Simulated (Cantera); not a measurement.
Mixture: CO : H2 : CH4 : O2 : N2 = 1 : 0.23 : 1.2 : 3.77 : 14.2 (molar parts), equivalence ratio 0.80, at 13.0 bar, adiabatic and at constant pressure. Ignition delay is the time to a rise of 400 K.

Computed with Cantera and GRI-Mech 3.0 (53 species, 325 reactions). The pressure lies above the range GRI-Mech 3.0 was tuned for (to about 10 atm). Below about 1000 K GRI-Mech 3.0 lacks low-temperature oxidation paths. Below about 950 K walls govern HO2 and H2O2 in real vessels.

Q: Predict: delay at 948 K; delay at 1148 K; delay at 1348 K; delay at 1548 K; apparent activation energy between 1448 and 1648 K.

A: 
```json
{
 "delay at 948 K": "42.8 ms",
 "delay at 1148 K": "1.37 ms",
 "delay at 1348 K": "0.211 ms",
 "delay at 1548 K": "44.7 µs",
 "apparent activation energy between 1448 and 1648 K": "140 kJ/mol"
}
```
